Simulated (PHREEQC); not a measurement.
A made-up water analysis in mg/kgw, 74 °C, pH 6.14, pe 1.1: Na 1.55; K 0.00532; Ca 13.5; Mg 1.05; Cl 7.87; S(6) as SO4 0.0286; Alkalinity as HCO3 37.9; Sr 0.847; B 0.000976.

Cl is adjusted to close the charge balance.
Valence states are taken as typed.

Equilibrium calculation in PHREEQC: ion-association model, phreeqc.dat.

No solid was allowed to form.

Task: Order these C species by the share of C that they hold, largest first: CaHCO3+, CO2, HCO3-.

Result: CO2 (59 %), HCO3- (41 %), CaHCO3+ (0.21 %)

The pH is 6.14 and the ionic strength 0.00123 mol/kgw. Constants without temperature data keep their 25 °C values here.
